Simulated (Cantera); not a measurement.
Thermodynamics of hydrogen reduction and annealing atmospheres, feed Fe3O4 + H2

Feed: 1 mol Fe3O4, 120 mol H2, equilibrated at 1248.15 K and 10.0 mbar.

Cantera equilibrium calculation (NASA polynomials, part measured and part estimated; ideal gas, pure solids and liquids). Candidate condensed phases: Fe, FeO, Fe(OH)2, Fe(OH)3, Fe2O3, Fe3O4, H2O; 12 gas species. Kinetics and transport are ignored.

| Property | Value |
|---|---|
| x(H2) | 0.967 |
| x(H2O) | 0.0333 |
| x(H) | 4.60e-6 |
| n(Fe(γ)) | 3.00 mol |
| gas amount | 120.0 mol |
| log10 activity of Fe(OH)2(s) (absent) | -9.71 |
| log10 activity of Fe(OH)3(s) (absent) | -17.01 |
